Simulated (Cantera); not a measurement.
## Silicon epitaxy and polysilicon growth: Si2Cl6 + Cl2 + H2

A closed system holds: 1 mol Si2Cl6, 0.031 mol Cl2, 250 mol H2, equilibrated at 0.00133 bar.

Equilibrium computed with Cantera from the NASA thermochemical tables; the gas is ideal and each condensed phase is pure. Candidate condensed phases: Si; 19 gas species. The feed counts by its element totals alone. The tables' values for SiCl, SiCl3 are old estimates; treat these amounts as uncertain. Gases not in the tables: Si2H6 and higher silanes. Rates play no part.

| T (°C) | x H2 | x HCl | x H | x SiCl4 | x Si | n Si(s) | n Si(l) |
|---|---|---|---|---|---|---|---|
| 625 | 0.986 | 0.00981 | 2.98e-9 | 0.00282 | <1e-12 | 1.03 | 0 |
| 725 | 0.980 | 0.0184 | 5.83e-8 | 0.000788 | <1e-12 | 1.54 | 0 |
| 825 | 0.977 | 0.0214 | 6.70e-7 | 6.71e-5 | 1.62e-11 | 1.71 | 0 |
| 925 | 0.977 | 0.0216 | 5.15e-6 | 5.33e-6 | 9.66e-10 | 1.71 | 0 |
| 1025 | 0.977 | 0.0214 | 2.90e-5 | 5.96e-7 | 3.05e-8 | 1.68 | 0 |
| 1125 | 0.977 | 0.0212 | 0.000128 | 9.08e-8 | 5.85e-7 | 1.65 | 0 |
| 1225 | 0.977 | 0.0210 | 0.000465 | 1.78e-8 | 7.53e-6 | 1.63 | 0 |
| 1325 | 0.976 | 0.0208 | 0.00144 | 4.28e-9 | 7.01e-5 | 1.59 | 0 |
| 1425 | 0.973 | 0.0206 | 0.00391 | 1.20e-9 | 0.000493 | 0 | 1.45 |
| 1525 | 0.966 | 0.0207 | 0.00948 | 3.43e-10 | 0.00231 | 0 | 0.978 |
x: gas mole fraction; n: condensed amount in mol.

From 625 °C to 1325 °C the condensed part is Si(s). From 1425 °C to 1525 °C the condensed part is Si(l). The main Si-bearing gas is SiCl4 at 625 °C and Si at 1525 °C. The share of Si in condensed phases is highest at 825 °C (85.6 %) and lowest at 1525 °C (48.9 %).
